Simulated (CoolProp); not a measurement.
A single-stage vapour-compression cycle with c-C4F8 (RC318): evaporating at 251.15 K (dew point), condensing at 313.15 K (bubble point), superheat 8 K, subcooling 8 K, compressor efficiency 0.7, no pressure losses. Each further row changes one setting.

Model: reference Helmholtz-energy equation of state, Platzer 1990, in CoolProp. This equation is an older, rougher fit; its heat capacities, sound speeds and derivatives of the liquid may be far off and weren't checked against measurements.

```
case                              cooling COP  pressure ratio  discharge temperature (K)  refrigerating effect (kJ/kg)  volumetric capacity (kJ/m³)
--------------------------------  -----------  --------------  -------------------------  ----------------------------  ---------------------------
as stated                                2.02            9.92                      313.2                          70.5                          332
evaporating temperature 256.15 K            …            7.84                      313.2                          73.9                          434
condensing temperature 308.15 K          2.32            8.57                          …                          76.1                          359
subcooling 13 K                          2.18            9.92                      313.2                          76.1                          359
superheat 18 K                           2.12            9.92                          …                          77.8                            …
compressor efficiency 0.6                   …            9.92                          …                          70.5                          332
```

Q: Fill in the missing entries.

A: 
- evaporating temperature 256.15 K, cooling COP: 2.34
- condensing temperature 308.15 K, discharge temperature (K): 308.4
- superheat 18 K, discharge temperature (K): 322.7
- superheat 18 K, volumetric capacity (kJ/m³): 352
- compressor efficiency 0.6, cooling COP: 1.73
- compressor efficiency 0.6, discharge temperature (K): 318.7

The compression ends wet for: as stated; evaporating temperature 256.15 K; subcooling 13 K.
